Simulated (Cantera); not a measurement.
# Adiabatic ignition

An adiabatic, constant-volume homogeneous reactor starts with CH3OH : O2 : N2 = 1 : 2.5 : 11.2 (molar parts), at 973 K and 10500 Torr.

Detailed kinetics in Cantera: GRI-Mech 3.0 (53 species, 325 reactions). GRI-Mech 3.0 was tuned for natural gas; its chemistry of methanol as a main component is partial and can be far from experiment. The pressure lies above the range GRI-Mech 3.0 was tuned for (to about 10 atm). Below about 1000 K GRI-Mech 3.0 lacks low-temperature oxidation paths.

```csv
t (s),T (K),P (bar),x CH3OH,x O2,x CH2O,x CH3,x HCN,x H2O,x C2H
1.00e-5,973,14.0,0.0680,0.170,4.44e-11,9.39e-12,<1e-12,3.86e-11,<1e-12
2.46e-5,973,14.0,0.0680,0.170,1.20e-10,1.43e-11,<1e-12,9.53e-11,<1e-12
6.05e-5,973,14.0,0.0680,0.170,3.16e-10,1.62e-11,<1e-12,2.35e-10,<1e-12
0.000149,973,14.0,0.0680,0.170,8.05e-10,1.63e-11,<1e-12,5.79e-10,<1e-12
0.000366,973,14.0,0.0680,0.170,2.01e-9,1.63e-11,<1e-12,1.43e-9,<1e-12
0.000902,973,14.0,0.0680,0.170,4.98e-9,1.63e-11,<1e-12,3.51e-9,<1e-12
0.00222,973,14.0,0.0680,0.170,1.23e-8,1.63e-11,<1e-12,8.65e-9,<1e-12
0.00546,973,14.0,0.0680,0.170,3.09e-8,1.63e-11,<1e-12,2.15e-8,<1e-12
0.0134,973,14.0,0.0680,0.170,8.37e-8,1.62e-11,<1e-12,5.84e-8,<1e-12
0.0330,973,14.0,0.0680,0.170,3.31e-7,1.61e-11,<1e-12,2.44e-7,<1e-12
0.0813,973,14.0,0.0680,0.170,4.05e-6,1.55e-11,<1e-12,3.40e-6,<1e-12
0.200,2387,35.6,<1e-12,0.0604,3.72e-12,<1e-12,2.23e-12,0.129,<1e-12
```
x: mole fraction; the columns are a selection and need not sum to one.

The time of steepest temperature rise is 0.156 s and the temperature at 0.200 s is 2387 K. The equilibrium temperature comes out as 2387 K, the x(CH3OH) at 0.200 s comes out as <1e-12 (gas-phase equilibrium <1e-12) and the x(O2) at 0.200 s is 0.0604 (gas-phase equilibrium 0.0604). The x(CH2O) at 0.200 s is 3.72e-12 (gas-phase equilibrium 3.72e-12).
